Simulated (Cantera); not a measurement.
Charge: 1 mol S, 0.038 mol H2, 0.18 mol N2, at 3048.15 K and 4.70 bar.

Cantera equilibrium calculation (NASA polynomials, part measured and part estimated; ideal gas, pure solids and liquids). Candidate condensed phases: S; 15 gas species. Equilibrium is a limit: real reactors are often held back by kinetics, nucleation or transport.

Base state: S2 0.586, N2 0.236, S 0.103, SH 0.0369, H2 0.0219, H 0.0125, H2S 0.00332, SN 0.000699 (mole fractions); condensed: gas only.

Task: What changes in the equilibrium state with this change: S replaced by N2O?

Result: 
```csv
species,before,after
N2,0.236,0.656
O2,0,0.235
NO,0,0.0488
S2,0.586,0
S,0.103,0
SH,0.0369,0
O,0,0.0298
OH,0,0.0147
H2O,0,0.0128
H2,0.0219,0.000642
H,0.0125,0.00213
H2S,0.00332,0
SN,0.000699,0
```
Further candidate phases: H2O.
